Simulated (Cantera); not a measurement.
A perfectly stirred reactor is fed with CH4 : CO : O2 : N2 = 1 : 0.25 : 2.66 : 23.6 (molar parts), at 1.00 bar; it is adiabatic with a 575 K inlet, and is followed from long to short residence time, starting on the burning branch (τ in s: 0.046, 0.022, 0.01, 0.0048, 0.0023, 0.0011, 0.0005, 0.00023, 0.00011, 5.2e-05, 2.4e-05, 1.1e-05, 5.4e-06).

Cantera simulation using GRI-Mech 3.0 (53 species, 325 reactions); the numbers are that mechanism's predictions, not measurements.

Task: What does this change do: inlet temperature 575 to 823 K?

Result: 
| quantity | before | after |
|---|---|---|
| blow-out, bracketed by the residence times tried | burning at 2.30 ms, out at 1.10 ms | burning at 0.500 ms, out at 0.230 ms |
| x(CH4) at τ = 46.0 ms | 3.62e-5 | 1.52e-5 |
| x(CO) at τ = 46.0 ms | 0.00101 | 0.00115 |
| x(O2) at τ = 46.0 ms | 0.0201 | 0.0200 |
| x(H2O) at τ = 46.0 ms | 0.0723 | 0.0719 |
| x(CH2) at τ = 46.0 ms | 1.54e-7 | 1.47e-7 |
| x(CH4) at τ = 0.500 ms | 0.0364 | 0.000462 |
| x(CO) at τ = 0.500 ms | 0.00909 | 0.0133 |
| x(O2) at τ = 0.500 ms | 0.0967 | 0.0279 |
| x(H2O) at τ = 0.500 ms | <1e-12 | 0.0657 |
| x(CH2) at τ = 0.500 ms | <1e-12 | 2.08e-6 |
